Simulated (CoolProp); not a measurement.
Oxygen along the isobar 51.6 bar: fugacity coefficient from the reference equation and from simpler models built on Tc = -118.6 °C, pc = 50.46 bar, ω = 0.022; each cubic takes its own stable root.

Computed with CoolProp (reference Helmholtz-energy equation of state, Schmidt 1985).

```tsv
T (°C)	phase	reference
-125.35	liquid	0.5562
-116.15	supercritical	0.6791
-106.95	supercritical	0.7357
-97.75	supercritical	0.7775
-88.55	supercritical	0.8108
-79.25	supercritical	0.8383
-70.05	supercritical	0.8609
-60.85	supercritical	0.8799
-51.65	supercritical	0.8961
-42.45	supercritical	0.9100
-33.25	supercritical	0.9219
-23.95	supercritical	0.9324
-14.75	supercritical	0.9414
-5.55	supercritical	0.9492
3.65	supercritical	0.9561
```

### Question
How far does each simpler model (van der Waals, Redlich-Kwong, Soave-Redlich-Kwong, Peng-Robinson) lie from the reference over these 15 states: mean and median of the absolute difference, and the worst?

### Answer
- van der Waals: mean 2.0 %, median 1.6 %, worst +10.5 % at -125.35 °C and 51.6 bar
- Redlich-Kwong: mean 0.5 %, median 0.5 %, worst +0.9 % at -125.35 °C and 51.6 bar
- Soave-Redlich-Kwong: mean 0.3 %, median 0.3 %, worst +0.8 % at -125.35 °C and 51.6 bar
- Peng-Robinson: mean 2.6 %, median 2.5 %, worst -3.8 % at -116.15 °C and 51.6 bar
